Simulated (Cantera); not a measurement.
CuO + C + N2 (carbothermic reduction)

A closed system holds: 1 mol CuO, 0.72 mol C, 0.63 mol N2, held at 0.0430 bar.

Method: chemical equilibrium by Gibbs-energy minimisation in Cantera with the NASA 1993 tables (ideal gas, pure condensed phases). Candidate condensed phases: C, Cu, CuO, Cu2O; 27 gas species. The numbers say what is thermodynamically allowed, not how fast it happens.

```json
[
 {"T (K)": "800", "x N2": "0.488", "x Cu": "<1e-12", "x CO": "0.249", "x CO2": "0.263", "x O": "<1e-12", "x O2": "<1e-12", "n C(graphite)": "0.0594", "n Cu(s)": "1.00", "n Cu(l)": "0"},
 {"T (K)": "1000", "x N2": "0.467", "x Cu": "3.63e-10", "x CO": "0.326", "x CO2": "0.207", "x O": "<1e-12", "x O2": "<1e-12", "n C(graphite)": "0", "n Cu(s)": "1.00", "n Cu(l)": "0"},
 {"T (K)": "1200", "x N2": "0.467", "x Cu": "2.86e-7", "x CO": "0.326", "x CO2": "0.207", "x O": "<1e-12", "x O2": "<1e-12", "n C(graphite)": "0", "n Cu(s)": "1.00", "n Cu(l)": "0"},
 {"T (K)": "1400", "x N2": "0.467", "x Cu": "3.14e-5", "x CO": "0.326", "x CO2": "0.207", "x O": "1.37e-11", "x O2": "9.06e-12", "n C(graphite)": "0", "n Cu(s)": "0", "n Cu(l)": "1.000"},
 {"T (K)": "1600", "x N2": "0.466", "x Cu": "0.000925", "x CO": "0.326", "x CO2": "0.207", "x O": "4.28e-9", "x O2": "3.74e-9", "n C(graphite)": "0", "n Cu(s)": "0", "n Cu(l)": "0.999"},
 {"T (K)": "1800", "x N2": "0.461", "x Cu": "0.0126", "x CO": "0.322", "x CO2": "0.205", "x O": "3.71e-7", "x O2": "3.99e-7", "n C(graphite)": "0", "n Cu(s)": "0", "n Cu(l)": "0.983"},
 {"T (K)": "2000", "x N2": "0.420", "x Cu": "0.100", "x CO": "0.293", "x CO2": "0.186", "x O": "1.31e-5", "x O2": "1.64e-5", "n C(graphite)": "0", "n Cu(s)": "0", "n Cu(l)": "0.848"},
 {"T (K)": "2200", "x N2": "0.268", "x Cu": "0.421", "x CO": "0.189", "x CO2": "0.118", "x O": "0.000237", "x O2": "0.000330", "n C(graphite)": "0", "n Cu(s)": "0", "n Cu(l)": "0"},
 {"T (K)": "2400", "x N2": "0.266", "x Cu": "0.421", "x CO": "0.197", "x CO2": "0.108", "x O": "0.00235", "x O2": "0.00316", "n C(graphite)": "0", "n Cu(s)": "0", "n Cu(l)": "0"},
 {"T (K)": "2600", "x N2": "0.260", "x Cu": "0.414", "x CO": "0.221", "x CO2": "0.0783", "x O": "0.0118", "x O2": "0.0110", "n C(graphite)": "0", "n Cu(s)": "0", "n Cu(l)": "0"}
]
```
x: gas mole fraction; n: condensed amount in mol.

At 800 K the condensed part is C(graphite) + Cu(s). From 1000 K to 1200 K the condensed part is Cu(s). From 1400 K to 2000 K the condensed part is Cu(l). From 2200 K to 2600 K nothing is condensed.
